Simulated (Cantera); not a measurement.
Cantera run, input and output.

```python
import numpy as np
import cantera as ct

gas = ct.Solution("gri30.yaml")
gas.TPX = 1448, 101325, {'H2': 1, 'O2': 1.04, 'N2': 2.6}
reactor = ct.IdealGasConstPressureReactor(gas, energy="on", clone=False)
net = ct.ReactorNet([reactor])
net.rtol, net.atol = 1e-08, 1e-16
show = ['H2', 'O2', 'NO', 'H2O', 'O']
times = np.geomspace(2e-06, 0.2, 13)

steps = ct.SolutionArray(gas, extra=["t"])
rows = []
print(f"{'t/s':>10s}{'T/K':>9s}{'P/Pa':>11s}" + "".join(f"{s:>11s}" for s in show))
for t in times:
    while net.time < t:
        t_next = net.step()
        steps.append(gas.state, t=t_next)
    rows.append([np.interp(t, steps.t, y) for y in (steps.T, steps.P, *steps(*show).X.T)])
    print(f"{t:10.3e}{rows[-1][0]:9.1f}{rows[-1][1]:11.4g}" + "".join(f"{x:11.3e}" for x in rows[-1][2:]))
rate = np.gradient(steps.T, steps.t)
print("integrator steps:", len(steps.t))
if steps.T.max() > steps.T[0] + 200:
    print(f"time of steepest temperature rise: {steps.t[rate.argmax()]:.4e} s")
gas.TPX = 1448, 101325, {'H2': 1, 'O2': 1.04, 'N2': 2.6}
gas.equilibrate("HP")
print(f"equilibrium (HP): T = {gas.T:.1f} K  " + "  ".join(f"{s} {gas[s].X[0]:.3e}" for s in show))
```

Result:

```
       t/s      T/K       P/Pa         H2         O2         NO        H2O          O
 2.000e-06   1448.0  1.013e+05  2.155e-01  2.241e-01  4.565e-16  7.497e-07  2.110e-07
 5.220e-06   1448.0  1.013e+05  2.154e-01  2.241e-01  1.011e-13  4.628e-05  9.447e-06
 1.363e-05   1644.2  1.013e+05  4.171e-02  1.330e-01  2.777e-06  1.312e-01  3.658e-02
 3.557e-05   2235.0  1.013e+05  2.011e-02  1.160e-01  5.130e-05  1.783e-01  3.098e-02
 9.283e-05   2564.8  1.013e+05  1.132e-02  1.180e-01  2.400e-04  2.025e-01  1.609e-02
 2.423e-04   2666.7  1.013e+05  7.888e-03  1.194e-01  9.565e-04  2.115e-01  1.098e-02
 6.325e-04   2666.4  1.013e+05  7.801e-03  1.186e-01  2.785e-03  2.118e-01  1.078e-02
 1.651e-03   2662.0  1.013e+05  7.730e-03  1.168e-01  6.951e-03  2.123e-01  1.049e-02
 4.309e-03   2654.7  1.013e+05  7.613e-03  1.137e-01  1.382e-02  2.130e-01  1.002e-02
 1.125e-02   2649.8  1.013e+05  7.534e-03  1.117e-01  1.842e-02  2.134e-01  9.715e-03
 2.936e-02   2649.3  1.013e+05  7.526e-03  1.115e-01  1.889e-02  2.135e-01  9.684e-03
 7.662e-02   2649.3  1.013e+05  7.526e-03  1.115e-01  1.889e-02  2.135e-01  9.684e-03
 2.000e-01   2649.3  1.013e+05  7.526e-03  1.115e-01  1.889e-02  2.135e-01  9.684e-03
integrator steps: 1179
time of steepest temperature rise: 1.2938e-05 s
equilibrium (HP): T = 2649.3 K  H2 7.526e-03  O2 1.115e-01  NO 1.889e-02  H2O 2.135e-01  O 9.684e-03
```

Model: GRI-Mech 3.0 (53 species, 325 reactions), integrated in Cantera.
